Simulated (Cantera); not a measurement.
Sublimation and decomposition of ceramics: SiC + H2

Input: 1 mol SiC, a varied amount of H2, held at 2252 °C and 0.0270 Torr.

Cantera equilibrium calculation (NASA polynomials, part measured and part estimated; ideal gas, pure solids and liquids). Candidate condensed phases: C, C6H6, C7H8, C8H18, Si, SiC; 87 gas species. Kinetics and transport are ignored.

```tsv
n(H2) (mol)	log p H	log p Si	log p SiC2	log p H2	log p C3	n C(graphite)
0.054	-5.47	-4.61	-5.16	-7.84	-6.14	0.482
0.11	-5.21	-4.65	-5.21	-7.31	-6.14	0.474
0.24	-4.96	-4.73	-5.29	-6.81	-6.14	0.455
0.49	-4.78	-4.86	-5.41	-6.45	-6.14	0.418
1	-4.65	-5.03	-5.59	-6.19	-6.14	0.342
2.2	-4.56	-5.28	-5.84	-6.02	-6.14	0.166
4.6	-4.52	-5.54	-6.16	-5.93	-6.23	0
9.5	-4.49	-5.80	-6.58	-5.88	-6.48	0
```
log p: log10 of the partial pressure in bar; n: condensed amount in mol.

From 0.054 mol H2 to 2.2 mol H2 the condensed part is C(graphite). From 4.6 mol H2 to 9.5 mol H2 nothing is condensed. The main Si-bearing gas is Si throughout.
